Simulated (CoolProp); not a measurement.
Sulfur hexafluoride along the isobar 4.63 MPa: Z from the reference equation and from simpler models built on Tc = 318.7 K, pc = 3.755 MPa, ω = 0.210; each cubic takes its own stable root.

The numbers come from the reference Helmholtz-energy equation of state, Guder 2009 in CoolProp.

| T (K) | phase | reference |
|---|---|---|
| 253.8 | liquid | 0.1867 |
| 271.4 | liquid | 0.1856 |
| 289 | liquid | 0.1883 |
| 306.6 | liquid | 0.1989 |
| 324.1 | supercritical | 0.2470 |
| 341.7 | supercritical | 0.5493 |
| 359.3 | supercritical | 0.6692 |
| 376.9 | supercritical | 0.7408 |
| 394.5 | supercritical | 0.7912 |
| 412.1 | supercritical | 0.8291 |
| 429.7 | supercritical | 0.8589 |
| 447.3 | supercritical | 0.8829 |
| 464.8 | supercritical | 0.9025 |
| 482.4 | supercritical | 0.9188 |
| 500 | supercritical | 0.9326 |
| 517.6 | supercritical | 0.9442 |

Question: How far does each simpler model (van der Waals, Redlich-Kwong, Soave-Redlich-Kwong, Peng-Robinson) lie from the reference over these 16 states: mean and median of the absolute difference, and the worst?

Answer: 
- van der Waals: mean 18.4 %, median 6.0 %, worst +50.9 % at 253.8 K and 4.63 MPa
- Redlich-Kwong: mean 6.2 %, median 3.6 %, worst +16.7 % at 324.1 K and 4.63 MPa
- Soave-Redlich-Kwong: mean 4.2 %, median 1.1 %, worst +20.0 % at 324.1 K and 4.63 MPa
- Peng-Robinson: mean 3.2 %, median 2.5 %, worst +9.9 % at 324.1 K and 4.63 MPa
